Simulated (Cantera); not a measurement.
## Silicon carbide growth: CH3SiH3 + C2H4 + H2 + C3H8

Feed: 1 mol CH3SiH3, 0.49 mol C2H4, 41 mol H2, 0.01 mol C3H8, at 1.30 mbar.

These are equilibrium values from Cantera (NASA tables, ideal gas, pure condensed phases), not measurements of a reactor. Candidate condensed phases: C, C6H6, C7H8, C8H18, Si, SiC; 87 gas species. The feed counts by its element totals alone. Gases not in the tables: Si2H6 and higher silanes. Rates play no part.

```
T (°C)  log p H2  log p H  log p Si  log p C2H2 (acetylene)  log p SiC2  n C(graphite)  n SiC(s)
------  --------  -------  --------  ----------------------  ----------  -------------  --------
1027       -2.89    -7.40    -12.89                   -9.13        <-14           1.01      1.00
1127       -2.89    -6.76    -11.40                   -8.48      -14.56           1.01      1.00
1227       -2.89    -6.20    -10.12                   -7.93      -12.87           1.01     1.000
1327       -2.89    -5.71     -8.99                   -7.45      -11.40           1.01     1.000
1427       -2.89    -5.28     -8.00                   -7.02      -10.10           1.00     1.000
1527       -2.89    -4.89     -7.12                   -6.65       -8.95          0.997     0.997
1627       -2.90    -4.55     -6.33                   -6.31       -7.93          0.993     0.982
1727       -2.91    -4.24     -5.62                   -6.02       -7.01           1.03     0.905
1827       -2.93    -3.97     -4.98                   -5.77       -6.17           1.26     0.557
1927       -2.96    -3.73     -4.65                   -5.56       -5.67           1.60         0
2027       -3.01    -3.52     -4.67                   -5.38       -5.53           1.42         0
2127       -3.09    -3.34     -4.72                   -5.24       -5.43           1.17         0
```
log p: log10 of the partial pressure in bar; n: condensed amount in mol.

From 1027 °C to 1827 °C the condensed part is C(graphite) + SiC(s). From 1927 °C to 2127 °C the condensed part is C(graphite).
